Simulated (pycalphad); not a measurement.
All values are pycalphad results on the COST 507 light-alloy database (1999) (1 atm), not direct measurements. The database dates from 1999; later assessments differ in places, in temperatures and in the compounds included. Phase fractions are per mole of atoms.

Question: Give the equilibrium state of Mg-5.77Si-89.2Al (at.%) at 277 °C.

Answer: fcc, fraction 0.893, with 0.04 Si, 99.93 Al at.%; MG2SI, fraction 0.075, with 33.3 Si, no Al at.%; diamond (Si), fraction 0.032, with >99.99 Si, <0.01 Al at.%.

Question: Give the equilibrium state of Mg-5.77Si-89.2Al (at.%) at 577 °C.

Answer: fcc, fraction 0.496, with 0.83 Si, 98.1 Al at.%; liquid, fraction 0.485, with 9.7 Si, 83.6 Al at.%; MG2SI, fraction 0.019, with 33.3 Si, no Al at.%.

Database names, with the compositions (at.%) that they take in these runs: MG2SI: Mg 67 Si 33. An entry "none" or "no" means that the model of the phase leaves that element out.
